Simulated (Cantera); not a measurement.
A perfectly stirred reactor is fed with 24.7 % CO, 10.6 % H2, 13.6 % O2, 51.1 % N2, at 173 Torr; it is adiabatic with a 625 K inlet, and is followed from long to short residence time, starting on the burning branch (τ in s: 0.082, 0.032, 0.012, 0.0048, 0.0019, 0.00073, 0.00028, 0.00011, 4.3e-05, 1.7e-05, 6.5e-06).

Model: GRI-Mech 3.0 (53 species, 325 reactions), integrated in Cantera.

x: mole fraction; the columns are a selection and need not sum to one.

| τ (s) | T (K) | x CO | x H2 | x O2 | x N2O | x O | x NO2 | x H2O2 |
|---|---|---|---|---|---|---|---|---|
| 0.082 | 2359 | 0.114 | 0.0119 | 0.0131 | 4.98e-8 | 0.00375 | 1.70e-7 | 2.63e-8 |
| 0.032 | 2257 | 0.120 | [?] | [?] | [?] | [?] | [?] | [?] |
| 0.012 | 2101 | 0.127 | 0.0154 | 0.0228 | 2.22e-8 | 0.00932 | 1.24e-8 | 4.44e-8 |
| 0.0048 | 1931 | 0.131 | 0.0171 | 0.0272 | 1.89e-8 | 0.0134 | 3.68e-9 | 8.25e-8 |
| 0.0019 | 1745 | 0.132 | 0.0182 | 0.0309 | 1.68e-8 | 0.0174 | 2.03e-9 | 1.71e-7 |
| 0.00073 | 1548 | 0.134 | 0.0181 | 0.0355 | 1.51e-8 | 0.0204 | 1.20e-9 | 3.40e-7 |
| 0.00028 | 1332 | 0.158 | 0.0185 | 0.0504 | 1.42e-8 | 0.0188 | 4.88e-10 | 5.59e-7 |
| 0.00011 | 625 | 0.247 | 0.106 | 0.136 | <1e-12 | <1e-12 | <1e-12 | <1e-12 |
| 4.3e-5 | 625 | 0.247 | 0.106 | 0.136 | <1e-12 | <1e-12 | <1e-12 | <1e-12 |
| 1.7e-5 | 625 | 0.247 | 0.106 | 0.136 | <1e-12 | <1e-12 | <1e-12 | <1e-12 |
| 6.5e-6 | 625 | 0.247 | 0.106 | 0.136 | <1e-12 | <1e-12 | <1e-12 | <1e-12 |

Problem. What belongs in the gaps?

Solution. 
- 0.032, x H2: 0.0133
- 0.032, x O2: 0.0175
- 0.032, x N2O: 3.17e-8
- 0.032, x O: 0.00582
- 0.032, x NO2: 6.30e-8
- 0.032, x H2O2: 2.88e-8
